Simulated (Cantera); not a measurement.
A Cantera script and what it prints.

```python
import numpy as np
import cantera as ct

gas_names = """
    H HI HO2 H2 H2O H2O2 I I2 O OH O2 O3
""".split()
cond_names = """
    H2O(s) H2O(L) I2(cr) I2(L)
""".split()


def load(file, names, dense=False):
    # The tables refer to 1 bar. Condensed volumes are neglected.
    table = {s.name: s for s in ct.Species.list_from_file(file)}
    out = []
    for n in names:
        d = dict(table[n].input_data)
        d["thermo"] = dict(d["thermo"], **{"reference-pressure": 1e5})
        if dense:
            d["equation-of-state"] = {"model": "constant-volume", "density": "1e6 g/cm^3"}
        out.append(ct.Species.from_dict(d))
    return out


gas = ct.Solution(thermo="ideal-gas", species=load("nasa_gas.yaml", gas_names))
cond = {s.name: ct.Solution(thermo="fixed-stoichiometry", species=[s], name=s.name)
        for s in load("nasa_condensed.yaml", cond_names, dense=True)}
atoms = {
    'HI': {'H': 1, 'I': 1},
    'O2': {'O': 2},
}
top_T = {}  # K; cautious upper limits of use, not melting points


def equilibrate(T, P, feed):
    n = {}
    for name, mol in feed.items():
        for a, k in atoms[name].items():
            n[a] = n.get(a, 0.0) + k * mol
    gas.TPX = T, P, n
    mass = sum(n.values()) * gas.mean_molecular_weight
    gas.equilibrate("TP")
    valid = [c for c in cond.values() if c.min_temp <= T <= top_T.get(c.name, c.max_temp)]
    mix = ct.Mixture([(gas, mass / gas.mean_molecular_weight)] + [(c, 0.0) for c in valid])
    mix.T, mix.P = T, P
    mix.equilibrate("TP", solver="vcs", rtol=1e-11, max_steps=5000)
    return mix


results = []
feed = {'HI': 1, 'O2': 0.44}  # mol
for P in [10, 84, 710, 6000, 50000, 420000, 3600000, 30000000]:
    for T in [500, 575, 650, 725, 800, 875, 950, 1025, 1100, 1175, 1250, 1325, 1400, 1475]:
        mix = equilibrate(T, P, feed)
        results.append((T, P, feed, dict(zip(mix.species_names, mix.species_moles))))

for T, P, feed, n in results:
    print(f"{T:7g} {P:10.4g}  " + (" + ".join(c for c in cond_names if n.get(c, 0) > 1e-12) or "gas only"))
```

It prints:

```
    500         10  gas only
    575         10  gas only
    650         10  gas only
    725         10  gas only
    800         10  gas only
    875         10  gas only
    950         10  gas only
   1025         10  gas only
   1100         10  gas only
   1175         10  gas only
   1250         10  gas only
   1325         10  gas only
   1400         10  gas only
   1475         10  gas only
    500         84  gas only
    575         84  gas only
    650         84  gas only
    725         84  gas only
    800         84  gas only
    875         84  gas only
    950         84  gas only
   1025         84  gas only
   1100         84  gas only
   1175         84  gas only
   1250         84  gas only
   1325         84  gas only
   1400         84  gas only
   1475         84  gas only
    500        710  gas only
    575        710  gas only
    650        710  gas only
    725        710  gas only
    800        710  gas only
    875        710  gas only
    950        710  gas only
   1025        710  gas only
   1100        710  gas only
   1175        710  gas only
   1250        710  gas only
   1325        710  gas only
   1400        710  gas only
   1475        710  gas only
    500       6000  gas only
    575       6000  gas only
    650       6000  gas only
    725       6000  gas only
    800       6000  gas only
    875       6000  gas only
    950       6000  gas only
   1025       6000  gas only
   1100       6000  gas only
   1175       6000  gas only
   1250       6000  gas only
   1325       6000  gas only
   1400       6000  gas only
   1475       6000  gas only
    500      5e+04  gas only
    575      5e+04  gas only
    650      5e+04  gas only
    725      5e+04  gas only
    800      5e+04  gas only
    875      5e+04  gas only
    950      5e+04  gas only
   1025      5e+04  gas only
   1100      5e+04  gas only
   1175      5e+04  gas only
   1250      5e+04  gas only
   1325      5e+04  gas only
   1400      5e+04  gas only
   1475      5e+04  gas only
    500    4.2e+05  gas only
    575    4.2e+05  gas only
    650    4.2e+05  gas only
    725    4.2e+05  gas only
    800    4.2e+05  gas only
    875    4.2e+05  gas only
    950    4.2e+05  gas only
   1025    4.2e+05  gas only
   1100    4.2e+05  gas only
   1175    4.2e+05  gas only
   1250    4.2e+05  gas only
   1325    4.2e+05  gas only
   1400    4.2e+05  gas only
   1475    4.2e+05  gas only
    500    3.6e+06  H2O(L) + I2(L)
    575    3.6e+06  I2(L)
    650    3.6e+06  gas only
    725    3.6e+06  gas only
    800    3.6e+06  gas only
    875    3.6e+06  gas only
    950    3.6e+06  gas only
   1025    3.6e+06  gas only
   1100    3.6e+06  gas only
   1175    3.6e+06  gas only
   1250    3.6e+06  gas only
   1325    3.6e+06  gas only
   1400    3.6e+06  gas only
   1475    3.6e+06  gas only
    500      3e+07  H2O(L) + I2(L)
    575      3e+07  H2O(L) + I2(L)
    650      3e+07  I2(L)
    725      3e+07  I2(L)
    800      3e+07  I2(L)
    875      3e+07  I2(L)
    950      3e+07  I2(L)
   1025      3e+07  I2(L)
   1100      3e+07  gas only
   1175      3e+07  gas only
   1250      3e+07  gas only
   1325      3e+07  gas only
   1400      3e+07  gas only
   1475      3e+07  gas only
```

Method: chemical equilibrium by Gibbs-energy minimisation in Cantera with the NASA 1993 tables (ideal gas, pure condensed phases). Each liquid is taken as pure. The ideal-gas law is rough above about 30 bar.
